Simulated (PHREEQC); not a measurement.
Dissolve 0.0018 mol HF, 0.00068 mol Na2HPO4 and 0.0061 mol NaCl per kg of water at 20 °C. Closed to the air; pH follows from the charge balance.

Model: ion-association model, phreeqc.dat, run in PHREEQC.

| quantity | before | after |
|---|---|---|
| pH | 3.37 | 3.08 |
| ionic strength (mol/kgw) | 0.00792 | 0.00699 |
| F- (mol/kgw) | 0.00117 | 0.000883 |
| HF (mol/kgw) | 0.000621 | 0.000909 |
| NaF (mol/kgw) | 4.16e-6 | 2.60e-6 |
| HF2- (mol/kgw) | 2.67e-6 | 2.95e-6 |
| SI of Halite (NaCl) | -5.99 | -6.07 |

Question: Which change was made?
A. diluted 100-fold with water
B. Na2HPO4 from 0.00068 to 0.000748 mol/kgw
C. 0.00027 mol/kgw MgCl2 added
D. Na2HPO4 left out

Answer: D, Na2HPO4 left out

No solid was allowed to form.
